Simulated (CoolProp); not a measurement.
Properties of n-perfluorohexane along the isotherm 450 K (Tc = 448.0 K, pc = 1742 kPa, ω = 0.497).

Computed with CoolProp (reference Helmholtz-energy equation of state, Gao 2022).

| p (kPa) | phase | cp (kJ/(kg K)) | fugacity coefficient |
|---|---|---|---|
| 27.5 | gas | 1.008 | 0.9946 |
| 44.5 | gas | 1.009 | 0.9912 |
| 71.9 | gas | 1.010 | 0.9858 |
| 116 | gas | 1.012 | 0.9771 |
| 188 | gas | 1.015 | 0.9630 |
| 303 | gas | 1.021 | 0.9405 |
| 490 | gas | 1.033 | 0.9042 |
| 791 | gas | 1.061 | 0.8463 |
| 1280 | gas | 1.173 | 0.7523 |
| 2060 | supercritical | 1.810 | 0.5798 |
| 3340 | supercritical | 1.335 | 0.4002 |
| 5390 | supercritical | 1.250 | 0.2916 |
| 8710 | supercritical | 1.208 | 0.2303 |

The peak of cp marks the crossing from liquid-like to gas-like fluid above the critical point.
